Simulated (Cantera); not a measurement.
Input: 1 mol Ti(OiPr)4, 0.42 mol C3H8, equilibrated at 1525 K.

Method: chemical equilibrium by Gibbs-energy minimisation in Cantera with the NASA 1993 tables (ideal gas, pure condensed phases). Candidate condensed phases: C, C6H6, C7H8, C8H18, H2O, Ti, TiC, TiO, TiO2, Ti2O3, Ti3O5, Ti4O7; 113 gas species. The feed counts by its element totals alone. TiC: taken at fixed stoichiometry. Kinetics and transport are ignored.

x: gas mole fraction; n: condensed amount in mol.

```
P (Pa)   x H2   x CO       x H     x CH4     x H2O    x CO2  x C2H2 (acetylene)  n C(graphite)  n TiC(s)
------  -----  -----  --------  --------  --------  -------  ------------------  -------------  --------
10      0.795  0.203   0.00211   1.44e-7   2.32e-8  2.20e-9             9.61e-6           8.26      1.00
37      0.796  0.203         …         …         …        …             9.62e-6           8.26      1.00
140     0.796  0.203  0.000564   2.02e-6   3.26e-7  3.09e-8             9.63e-6           8.26      1.00
520     0.796  0.203         …         …         …        …             9.63e-6           8.26      1.00
1900    0.797  0.203  0.000153   2.75e-5   4.42e-6  4.19e-7             9.63e-6           8.26      1.00
7200    0.797  0.203   7.87e-5  0.000104   1.68e-5  1.59e-6             9.63e-6           8.26      1.00
27000   0.796  0.203   4.06e-5  0.000390   6.29e-5  5.96e-6             9.63e-6           8.25      1.00
100000  0.795  0.203   2.11e-5   0.00144  0.000232  2.21e-5             9.61e-6           8.24      1.00
```

Question: Complete the blanks.

Answer: 
- 520, x H: 0.000293
- 520, x CH4: 7.53e-6
- 520, x H2O: 1.21e-6
- 520, x CO2: 1.15e-7
- 37, x H: 0.00110
- 37, x CH4: 5.34e-7
- 37, x H2O: 8.60e-8
- 37, x CO2: 8.16e-9
